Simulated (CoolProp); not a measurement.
A closed Brayton cycle with nitrogen: compressor inlet 322.15 K and 5.5 MPa, high pressure 16.5 MPa, turbine inlet 750 K, compressor efficiency 0.85, turbine efficiency 0.93, recuperator effectiveness 0.9 (on enthalpy, no pinch check). Each further row changes one setting.

Model: reference Helmholtz-energy equation of state, Span 2000, in CoolProp.

| case | thermal efficiency (%) | net work (kJ/kg) | compressor to turbine work | compressor exit (K) | turbine exit (K) |
|---|---|---|---|---|---|
| as stated | 24.7 | 54.2 | 0.74 | 463.6 | 568.4 |
| turbine inlet 700 K | 20.0 | 40.4 | 0.79 | 463.6 | 528.9 |
| compressor inlet 332.15 K | 22.6 | 49.3 | 0.76 | 477.8 | 568.4 |
| high pressure 14 MPa | 26.8 | 53.1 | 0.70 | 439.5 | 592.6 |
| recuperator effectiveness 0.5 | 20.4 | 54.2 | 0.74 | 463.6 | 568.4 |
